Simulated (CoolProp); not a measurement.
Vapour-liquid equilibrium of R1234yf (1) + R152A (2) at 0.211 bar; x and y are mole fractions of (1).

Computed with CoolProp (multi-fluid Helmholtz-energy mixture model, Lemmon 2022 and Outcalt 1996; pair parameters Bell 2023).

```tsv
x	bubble temperature (K)	y at the bubble point	dew temperature at overall composition x (K)	liquid density (mol/L)
0.05	217.8	0.095	218.2	15.94
0.125	216.8	0.209	217.6	15.51
0.2	216.1	0.300	216.9	15.10
0.275	215.5	0.378	216.3	14.71
0.35	215.0	0.447	215.7	14.34
0.425	214.6	0.511	215.2	13.98
0.5	214.3	0.572	214.7	13.65
0.575	214.0	0.632	214.3	13.33
0.65	213.8	0.693	214.0	13.03
0.725	213.6	0.755	213.7	12.74
0.8	213.5	0.819	213.5	12.47
0.875	213.3	0.885	213.4	12.20
0.95	213.2	0.953	213.2	11.95
```

No azeotrope shows between x = 0.05 and 0.95.

The pair parameters rest on a limited set of measurements; away from them the model extrapolates.
